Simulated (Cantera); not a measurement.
Hydrocarbon pyrolysis for carbon deposition

An isothermal, constant-pressure homogeneous reactor starts with 65.9 % C₂H₆, 34.1 % N₂, at 1875 K and 10.00 Torr.

Model: GRI-Mech 3.0 (53 species, 325 reactions), integrated in Cantera. GRI-Mech 3.0 stops at C3 and has no aromatics, soot or wall deposition, so with more carbon than oxygen in the feed, carbon stays in small species such as C2H2 where larger ones or solid carbon would form. Radical loss at walls, strong at low pressure, is not modelled.

```json
[
 {"t (s)": "5.00e-5", "x C₂H₆": "0.289", "x H₂": "0.0768", "x CH₄": "0.0500", "x CH₂": "0.000319", "x HCN": "2.13e-7", "x C₂H": "7.48e-7", "x C₂H₂": "0.00194"},
 {"t (s)": "0.000182", "x C₂H₆": "0.0177", "x H₂": "0.240", "x CH₄": "0.155", "x CH₂": "0.000272", "x HCN": "1.11e-6", "x C₂H": "2.91e-5", "x C₂H₂": "0.0757"},
 {"t (s)": "0.000660", "x C₂H₆": "0.000508", "x H₂": "0.387", "x CH₄": "0.146", "x CH₂": "6.18e-5", "x HCN": "1.77e-6", "x C₂H": "2.41e-5", "x C₂H₂": "0.203"},
 {"t (s)": "0.00240", "x C₂H₆": "0.000103", "x H₂": "0.446", "x CH₄": "0.117", "x CH₂": "1.95e-5", "x HCN": "1.93e-6", "x C₂H": "1.28e-5", "x C₂H₂": "0.247"},
 {"t (s)": "0.00871", "x C₂H₆": "3.68e-5", "x H₂": "0.482", "x CH₄": "0.0860", "x CH₂": "1.07e-5", "x HCN": "2.10e-6", "x C₂H": "1.01e-5", "x C₂H₂": "0.262"},
 {"t (s)": "0.0316", "x C₂H₆": "1.12e-5", "x H₂": "0.522", "x CH₄": "0.0457", "x CH₂": "7.63e-6", "x HCN": "2.55e-6", "x C₂H": "1.10e-5", "x C₂H₂": "0.273"},
 {"t (s)": "0.115", "x C₂H₆": "1.33e-6", "x H₂": "0.554", "x CH₄": "0.0131", "x CH₂": "4.84e-6", "x HCN": "4.04e-6", "x C₂H": "1.48e-5", "x C₂H₂": "0.281"},
 {"t (s)": "0.417", "x C₂H₆": "4.01e-8", "x H₂": "0.564", "x CH₄": "0.00175", "x CH₂": "1.88e-6", "x HCN": "8.86e-6", "x C₂H": "2.32e-5", "x C₂H₂": "0.283"},
 {"t (s)": "1.52", "x C₂H₆": "1.26e-9", "x H₂": "0.565", "x CH₄": "0.000289", "x CH₂": "3.93e-7", "x HCN": "1.55e-5", "x C₂H": "2.55e-5", "x C₂H₂": "0.284"},
 {"t (s)": "5.51", "x C₂H₆": "2.27e-10", "x H₂": "0.565", "x CH₄": "0.000110", "x CH₂": "1.52e-7", "x HCN": "2.20e-5", "x C₂H": "2.56e-5", "x C₂H₂": "0.284"},
 {"t (s)": "20.0", "x C₂H₆": "1.97e-10", "x H₂": "0.565", "x CH₄": "0.000100", "x CH₂": "1.38e-7", "x HCN": "3.78e-5", "x C₂H": "2.56e-5", "x C₂H₂": "0.284"}
]
```
x: mole fraction; the columns are a selection and need not sum to one.

Equilibrium at this temperature and pressure: C₂H₆ 1.67e-10, H₂ 0.565, CH₄ 9.29e-5, CH₂ 1.28e-7, HCN 0.0976, C₂H 2.12e-5, C₂H₂ 0.235 (gas phase only).
